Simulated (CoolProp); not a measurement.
Saturation properties of n-nonane.

Computed with CoolProp (reference Helmholtz-energy equation of state, Lemmon 2006). It is a short technical equation, of lower accuracy than the large ones.

| T (K) | p (kPa) | liquid density (kg/m³) | surface tension (mN/m) | liquid conductivity (mW/(m K)) |
|---|---|---|---|---|
| 426.2 | 107.6 | ___ | ___ | 97.2 |
| 441.3 | ___ | 592.6 | ___ | 94.4 |
| 456.4 | 222.7 | 577.7 | ___ | 91.6 |
| 471.5 | 307.7 | 562.0 | 7.38 | ___ |
| 486.6 | 415.4 | 545.3 | 6.26 | 86.2 |
| 501.7 | 549.7 | 527.4 | 5.17 | 83.5 |
| 516.8 | 714.8 | 507.9 | 4.13 | 80.8 |
| 531.9 | 915.3 | 486.2 | 3.15 | 78.1 |
| 547 | 1157 | 461.1 | 2.22 | 75.1 |
| 562.1 | 1446 | 430.7 | 1.37 | 72.0 |
| 577.2 | 1792 | 389.5 | 0.623 | ___ |

Task: Fill in the missing entries.

Result: 
- 426.2, liquid density (kg/m³): 606.8
- 426.2, surface tension (mN/m): 11.0
- 441.3, p (kPa): 157.1
- 441.3, surface tension (mN/m): 9.74
- 456.4, surface tension (mN/m): 8.54
- 471.5, liquid conductivity (mW/(m K)): 88.9
- 577.2, liquid conductivity (mW/(m K)): 68.6

It boils at 423.9 K under 1 atm.

Thermal conductivity comes from a separate model (Huber 2005). Surface tension comes from a separate correlation (Mulero 2012).
